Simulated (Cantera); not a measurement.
Input: 1 mol SiCl4, 0.49 mol NH3, 15 mol N2, held at 13.3 mbar.

Cantera equilibrium calculation (NASA polynomials, part measured and part estimated; ideal gas, pure solids and liquids). Candidate condensed phases: NH4Cl, Si, Si3N4; 28 gas species. The tables' values for SiCl3 are old estimates; treat these amounts as uncertain. The numbers say what is thermodynamically allowed, not how fast it happens. All values below are at 1173 K.

Base state: N2 0.880, HCl 0.0743, SiCl4 0.0391, H2 0.00582, SiCl3 0.000934, SiCl2 0.000220, SiHCl3 7.13e-5 (mole fractions); condensed: Si3N4(s).

Task: What changes in the equilibrium state with this change: NH3 from 0.49 to 0.4 mol?

Result: 
```
species          before     after
-------------  --------  --------
N2                0.880     0.889
HCl              0.0743    0.0630
SiCl4            0.0391    0.0425
H2              0.00582   0.00399
SiHCl3          7.13e-5   6.29e-5
SiCl3          0.000934  0.000993
Si3N4(s), mol     0.104    0.0865
```

Task: What changes in the equilibrium state with this change: NH3 from 0.49 to 1.7 mol?

Result: 
| species | before | after |
|---|---|---|
| N2 | 0.880 | 0.780 |
| HCl | 0.0743 | 0.157 |
| H2 | 0.00582 | 0.0510 |
| SiCl4 | 0.0391 | 0.0111 |
| SiCl3 | 0.000934 | 0.000371 |
| SiCl2 | 0.000220 | 0.000122 |
| SiHCl3 | 7.13e-5 | 8.39e-5 |
| Si3N4(s), mol | 0.104 | 0.257 |
